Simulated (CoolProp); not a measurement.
Vapour-liquid equilibrium of R13 (1) + isobutane (2) at 0.256 MPa; x and y are mole fractions of (1).

Model: multi-fluid Helmholtz-energy mixture model, Platzer 1990 and Bücker 2006; pair parameters Bell 2016, in CoolProp. This equation is an older, rougher fit; its heat capacities, sound speeds and derivatives of the liquid may be far off and weren't checked against measurements.

| x | bubble temperature (K) | y at the bubble point | dew temperature at overall composition x (K) | liquid density (mol/L) |
|---|---|---|---|---|
| 0.05 | 269.5 | 0.467 | 286.1 | 10.14 |
| 0.15 | 247.0 | 0.796 | 282.7 | 10.77 |
| 0.25 | 235.5 | 0.890 | 279.0 | 11.21 |
| 0.35 | 228.9 | 0.928 | 274.9 | 11.57 |
| 0.45 | 224.5 | 0.948 | 270.3 | 11.91 |
| 0.55 | 221.4 | 0.961 | 265.1 | 12.23 |
| 0.65 | 218.8 | 0.971 | 258.9 | 12.55 |
| 0.75 | 216.5 | 0.979 | 251.3 | 12.89 |
| 0.85 | 214.4 | 0.987 | 241.1 | 13.24 |
| 0.95 | 212.2 | 0.996 | 224.1 | 13.62 |

No azeotrope shows between x = 0.05 and 0.95.

The pair parameters rest on a limited set of measurements; away from them the model extrapolates.
